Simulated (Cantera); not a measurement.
Feed: 1 mol SiH₂Cl₂, 10 mol O₂, 0.52 mol H₂, held at 1075 K and 0.000200 bar.

Cantera equilibrium calculation (NASA polynomials, part measured and part estimated; ideal gas, pure solids and liquids). Kinetics and transport are ignored.

| species | before | after |
|---|---|---|
| O₂ | 0.775 | 0.774 |
| HCl | 0.171 | 0.170 |
| H₂O | 0.0492 | 0.0497 |
| Cl | 0.00305 | 0.00485 |
| Cl₂ | 0.00153 | 0.00112 |
| SiO₂(β-quartz), mol | 1.00 | 1.00 |
Gas species are given as mole fractions.

Q: What was changed between the two runs?
(A) temperature from 1075 K to 1125 K
(B) temperature from 1075 K to 1425 K
(C) temperature from 1075 K to 850 K
(D) temperature from 1075 K to 2098.15 K

A: A, temperature from 1075 K to 1125 K
